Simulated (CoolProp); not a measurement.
A closed Brayton cycle with carbon dioxide: compressor inlet 331.15 K and 8.6 MPa, high pressure 26.6 MPa, turbine inlet 690 K, compressor efficiency 0.8, turbine efficiency 0.85, recuperator effectiveness 0.95 (on enthalpy, no pinch check). Each further row changes one setting.

Model: reference Helmholtz-energy equation of state, Span 1996, in CoolProp.

```csv
case,thermal efficiency (%),net work (kJ/kg),compressor to turbine work,compressor exit (K),turbine exit (K)
as stated,22.6,44.3,0.60,431.2,574.0
turbine inlet 640 K,18.5,33.8,0.66,431.2,527.9
compressor inlet 341.15 K,19.8,37.1,0.67,447.9,574.0
high pressure 22.6 MPa,23.5,41.7,0.57,416.1,590.4
recuperator effectiveness 0.5,16.4,44.3,0.60,431.2,574.0
```
